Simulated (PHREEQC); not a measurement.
0.14 g of hydrous ferric oxide (600 m²/g; 0.2 weak and 0.005 strong sites per Fe, Dzombak-Morel constants, diffuse double layer) in 1 kg of water with 0.01 mol/kgw of an inert sodium salt and 0.00069 mol CuCl2 and 8.8e-05 mol NaF, at 25 °C; the pH is set by adding NaOH or the inert anion's acid. Oxygen is held at 0.21 atm. The system is closed to CO2. Precipitation was switched off in this run.

Base run: PHREEQC, ion-association model, wateq4f.dat. Each further column changes one thing. The table gives F sorbed (%).

| pH | base | no electrostatic term (-no_edl) | background salt from 0.01 to 0.001 mol/kgw | oxide from 0.14 to 0.7 g/kgw | 5.8e-05 mol/kgw H3BO3 added |
|---|---|---|---|---|---|
| 3 | 78.7 | 0.3 | 89.3 | 96.9 | 78.7 |
| 3.5 | 82.8 | 0.5 | 91.1 | 97.7 | 82.8 |
| 4 | 80.7 | 0.6 | 88.7 | 97.4 | 80.7 |
| 4.5 | 74.0 | 0.6 | 82.5 | 96.2 | 74.0 |
| 5 | 64.2 | 0.4 | 74.0 | 93.9 | 64.2 |
| 5.5 | 57.0 | 0.1 | 68.0 | 90.8 | 57.0 |
| 6 | 48.7 | 0.0 | 59.2 | 85.5 | 48.7 |
| 6.5 | 34.5 | 0.0 | 42.8 | 74.7 | 34.5 |
| 7 | 19.8 | 0.0 | 24.6 | 55.7 | 19.8 |
| 7.5 | 9.3 | 0.0 | 11.2 | 32.7 | 9.3 |
| 8 | 3.7 | 0.0 | 4.3 | 14.8 | 3.7 |
| 8.5 | 1.3 | 0.0 | 1.5 | 5.6 | 1.3 |
| 9 | 0.4 | 0.0 | 0.5 | 1.9 | 0.4 |

In at least one series the solution becomes supersaturated in solids that the run did not let form, among them Cu(OH)2, Atacamite. The database's constant for dissolved Cu(OH)2 is higher than later reviews accept. The oxide is taken as insoluble; below pH 4 it would dissolve. Real BF4- forms and hydrolyses slowly; the run takes it at equilibrium.
